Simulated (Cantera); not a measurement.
Feed: 1 mol CH3F, 0.67 mol H2, held at 13300 Pa.

Points: T (K) = 648, 698, 748, 798, 848, 898, 948.

Cantera's Mixture.equilibrate('TP', solver="vcs", rtol=1e-11, max_steps=5000) on the NASA tables stopped like this:

```
T = 648 K  P = 13332.2 Pa  gas = 2.118 mol
   x: HF 4.721e-01  H2 2.675e-01  CH4 2.604e-01
   condensed (mol): C(gr) 0.4483
ERROR: FAILURE its = 5001!

*******************************************************************************
CanteraError thrown by MultiPhase::equilibrate:
VCS solver failed. Return code: -1
*******************************************************************************
```

### Question
What got this run through?

### Answer
This is not unique; one that fits is The failure is numerical, not chemical. The same input converged with solver="gibbs", rtol=1e-10, max_steps=50000, and the result passed a check of the equilibrium conditions:
```
T = 648 K  P = 13332.2 Pa  gas = 2.118 mol
   x: HF 4.721e-01  H2 2.675e-01  CH4 2.604e-01
   condensed (mol): C(gr) 0.4483
T = 698 K  P = 13332.2 Pa  gas = 2.272 mol
   x: HF 4.401e-01  H2 3.848e-01  CH4 1.751e-01
   condensed (mol): C(gr) 0.6022
T = 748 K  P = 13332.2 Pa  gas = 2.42 mol
   x: H2 4.835e-01  HF 4.132e-01  CH4 1.033e-01
   condensed (mol): C(gr) 0.75
T = 798 K  P = 13332.2 Pa  gas = 2.529 mol
   x: H2 5.488e-01  HF 3.954e-01  CH4 5.577e-02
   condensed (mol): C(gr) 0.859
T = 848 K  P = 13332.2 Pa  gas = 2.594 mol
   x: H2 5.853e-01  HF 3.855e-01  CH4 2.925e-02
   condensed (mol): C(gr) 0.9241
T = 898 K  P = 13332.2 Pa  gas = 2.629 mol
   x: H2 6.040e-01  HF 3.804e-01  CH4 1.558e-02
   condensed (mol): C(gr) 0.959
T = 948 K  P = 13332.2 Pa  gas = 2.647 mol
   x: H2 6.136e-01  HF 3.778e-01  CH4 8.616e-03
   condensed (mol): C(gr) 0.9772
```

The gas is ideal and each condensed phase is pure.
